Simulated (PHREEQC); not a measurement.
Make-up at 25 °C: 1.3 mmol/kgw Cu(NO3)2. Closed to the air; pH follows from the charge balance.

Model: ion-association model, wateq4f.dat, run in PHREEQC.

Precipitation was switched off in this run.

Predict the pH.

pH 5.23.
